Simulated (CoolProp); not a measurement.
p-xylene along the isobar 463 kPa: Z from the reference equation and from simpler models built on Tc = 616.2 K, pc = 3532 kPa, ω = 0.324; each cubic takes its own stable root.

The numbers come from the reference Helmholtz-energy equation of state, Zhou 2012 in CoolProp.

| T (K) | phase | reference |
|---|---|---|
| 434.5 | liquid | 0.01864 |
| 453.4 | liquid | 0.01837 |
| 472.3 | liquid | 0.01819 |
| 491.2 | gas | 0.8814 |
| 510.1 | gas | 0.8985 |
| 529 | gas | 0.9120 |
| 547.9 | gas | 0.9229 |
| 566.8 | gas | 0.9319 |
| 585.7 | gas | 0.9394 |

Q: How far does each simpler model (van der Waals, Redlich-Kwong, Soave-Redlich-Kwong, Peng-Robinson) lie from the reference over these 9 states: mean and median of the absolute difference, and the worst?

A: 
- van der Waals: mean 1622.4 %, median 4.1 %, worst +4966.5 % at 472.3 K and 463 kPa
- Redlich-Kwong: mean 1063.8 %, median 2.3 %, worst +4832.9 % at 472.3 K and 463 kPa
- Soave-Redlich-Kwong: mean 5.8 %, median 1.4 %, worst +16.0 % at 472.3 K and 463 kPa
- Peng-Robinson: mean 0.9 %, median 0.7 %, worst +2.3 % at 472.3 K and 463 kPa

At some of these states van der Waals, Redlich-Kwong gives the other phase, because its saturation line lies elsewhere.
